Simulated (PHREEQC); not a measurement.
Solution (20 °C): 0.00019 mol K2CO3 and 1.8e-06 mol Al(NO3)3 per kg of water. Closed to the air; pH follows from the charge balance.

Computed with PHREEQC (ion-association model, wateq4f.dat).

This is a speciation only: nothing precipitates in the calculation.

Question: What pH does the model give?

Answer: pH 10.18.

Question: In which forms is C present?

Answer: HCO3- 59 %, CO3-2 41 % of the C.
